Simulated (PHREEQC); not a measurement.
## Copper plating or etch bath: an equilibrium model

Make-up at 35 °C: 0.0013 mol/kgw CuSO4 and 0.04 mol/kgw FeCl3. Closed to the air; pH follows from the charge balance.

Model: ion-association model, phreeqc.dat, run in PHREEQC.

This is a speciation only: nothing precipitates in the calculation.

**Question.** What pH, ionic strength does the model give?

**Answer.** pH 1.96; ionic strength 0.181 mol/kgw.

**Question.** In which forms is Fe present?

**Answer.** FeCl+2 34 %, Fe+3 26 %, Fe2(OH)2+4 20 %, FeOH+2 12 %, FeCl2+ 3.4 %, FeSO4+ 2.5 % of the Fe.

The solution is supersaturated, for example in Hematite (slow to form), Goethite (slow to form), so a real one may precipitate; this is no full list.
